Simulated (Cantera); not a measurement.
A closed system holds: 1 mol MgCO3, 0.93 mol O2, 0.85 mol CO2, 0.14 mol SO3, 0.02 mol H2S, at 0.133 bar.

These are equilibrium values from Cantera (NASA tables, ideal gas, pure condensed phases), not measurements of a reactor. Candidate condensed phases: C, C6H6, C7H8, C8H18, H2O, H2SO4, Mg, MgCO3, MgO, Mg(OH)2, MgS, MgSO4, S; 130 gas species. Mutual solubility and eutectic melting of coexisting phases are not modelled. The numbers say what is thermodynamically allowed, not how fast it happens.

x: gas mole fraction; n: condensed amount in mol.

```csv
T (K),x CO2,x O2,x SO2,x H2O,x SO3,n MgO(s),n MgSO4(s)
873,0.670,0.322,1.39e-7,0.00725,2.90e-7,0.840,0.160
923,0.670,0.322,[?],0.00725,[?],0.840,0.160
973,0.670,0.322,2.92e-5,0.00725,1.51e-5,0.840,0.160
1023,0.670,0.322,[?],0.00724,[?],0.841,0.159
1073,0.668,0.322,0.00218,0.00722,0.000368,0.847,0.153
1123,0.655,0.322,0.0140,0.00708,0.00145,0.884,0.116
1173,0.618,0.322,0.0501,0.00668,0.00334,1.00,0
1223,0.617,0.323,0.0511,0.00667,0.00227,1.00,0
1273,0.617,0.323,0.0518,0.00667,0.00158,1.00,0
1323,0.617,0.323,0.0522,0.00667,0.00113,1.00,0
1373,0.617,0.323,0.0525,0.00666,0.000829,1.00,0
1423,0.617,0.323,0.0527,0.00666,0.000619,1.00,0
1473,0.617,0.323,0.0529,0.00665,0.000472,1.00,0
1523,0.617,0.323,0.0530,0.00664,0.000366,1.00,0
```

Task: What belongs in the gaps?

Result: 
- 923, x SO2: 2.34e-6
- 923, x SO3: 2.34e-6
- 1023, x SO2: 0.000281
- 1023, x SO3: 8.09e-5
